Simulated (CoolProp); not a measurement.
A simple Rankine cycle with c-C4F8 (RC318): condensing at 307.15 K, boiler at 1.67 MPa, turbine inlet 365.1 K, turbine efficiency 0.65, pump efficiency 0.7, no recuperator. Each further row changes one setting.

The numbers come from the reference Helmholtz-energy equation of state, Platzer 1990 in CoolProp. This equation is an older, rougher fit; its heat capacities, sound speeds and derivatives of the liquid may be far off and weren't checked against measurements.

```tsv
case	thermal efficiency (%)	net work (kJ/kg)	heat in (kJ/kg)	turbine exit temperature (K)	volume ratio over the turbine
as stated	7.0	(withheld)	133	335.2	5.19
turbine inlet 385.1 K	6.8	(withheld)	156	359.0	(withheld)
condensing temperature 299.15 K	7.9	11.2	142	331.8	(withheld)
boiler pressure 1.17 MPa	5.5	7.85	142	346.7	3.14
turbine efficiency 0.55	(withheld)	7.66	133	337.1	5.23
```

Fill in the missing entries.


- as stated, net work (kJ/kg): 9.28
- turbine inlet 385.1 K, net work (kJ/kg): 10.6
- turbine inlet 385.1 K, volume ratio over the turbine: 4.71
- condensing temperature 299.15 K, volume ratio over the turbine: 6.70
- turbine efficiency 0.55, thermal efficiency (%): 5.7
